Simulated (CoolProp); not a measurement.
Vapour-liquid equilibrium of carbon dioxide (1) + ethane (2) at 1170 kPa; x and y are mole fractions of (1).

The numbers come from the multi-fluid Helmholtz-energy mixture model, Span 1996 and Bücker 2006; pair parameters Kunz 2012 in CoolProp.

| x | bubble temperature (K) | y at the bubble point | dew temperature at overall composition x (K) | liquid density (mol/L) |
|---|---|---|---|---|
| 0.05 | 243.0 | ___ | 245.0 | 15.47 |
| 0.2 | 236.3 | ___ | ___ | 16.47 |
| 0.35 | 233.0 | 0.493 | ___ | 17.50 |
| 0.5 | 231.6 | ___ | 232.9 | 18.69 |
| 0.65 | 231.2 | 0.642 | 231.2 | 20.16 |
| 0.8 | 231.8 | ___ | ___ | 22.02 |
| 0.95 | 234.9 | ___ | 236.3 | 24.23 |

Some entries are withheld; supply them.


- 0.05, y at the bubble point: 0.120
- 0.2, y at the bubble point: 0.360
- 0.2, dew temperature at overall composition x (K): 240.8
- 0.35, dew temperature at overall composition x (K): 236.6
- 0.5, y at the bubble point: 0.577
- 0.8, y at the bubble point: 0.720
- 0.8, dew temperature at overall composition x (K): 233.2
- 0.95, y at the bubble point: 0.886

y crosses x between x = 0.5 and 0.65: the model has an azeotrope there.

Pair parameters are fitted to limited data, so mixtures are less certain than the pure fluids.
